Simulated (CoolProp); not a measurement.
Vapour-liquid equilibrium of isopentane (1) + toluene (2) at 7.95 °C; x and y are mole fractions of (1).

Values from CoolProp's multi-fluid Helmholtz-energy mixture model, Lemmon 2006 and Lemmon 2006; pair parameters Bell 2016.

| x | bubble pressure, mixture model (kPa) | bubble pressure, Raoult's law (kPa) | y, mixture model | y, Raoult's law |
|---|---|---|---|---|
| 0.05 | 4.926 | 3.812 | 0.714 | 0.632 |
| 0.125 | 10.12 | 7.314 | 0.871 | 0.823 |
| 0.2 | 15.11 | 10.82 | 0.920 | 0.891 |
| 0.275 | 19.70 | 14.32 | 0.944 | 0.925 |
| 0.35 | 23.80 | 17.82 | 0.957 | 0.946 |
| 0.425 | 27.39 | 21.32 | 0.966 | 0.960 |
| 0.5 | 30.52 | 24.83 | 0.972 | 0.970 |
| 0.575 | 33.28 | 28.33 | 0.977 | 0.978 |
| 0.65 | 35.78 | 31.83 | 0.981 | 0.984 |
| 0.725 | 38.17 | 35.33 | 0.985 | 0.989 |
| 0.8 | 40.57 | 38.84 | 0.988 | 0.992 |
| 0.875 | 43.13 | 42.34 | 0.992 | 0.996 |
| 0.95 | 46.01 | 45.84 | 0.997 | 0.998 |

The largest gap from Raoult's law is +39.6 % in bubble pressure, at x = 0.2. No azeotrope shows between x = 0.05 and 0.95.

The pair parameters rest on a limited set of measurements; away from them the model extrapolates.
